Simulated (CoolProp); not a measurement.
Computed with CoolProp (reference Helmholtz-energy equation of state, Lemmon 2006). It is a short technical equation, of lower accuracy than the large ones.

**Question.** Give the vapour pressure (bar), liquid density (kg/m³), vapour density (kg/m³) of saturated C3F8 (R218) at -19.05, 8.85 °C.

**Answer.** 
```csv
T (°C),p (bar),liquid density (kg/m³),vapour density (kg/m³)
-19.05,2.12,1540,20.7
8.85,5.47,1410,52.7
```
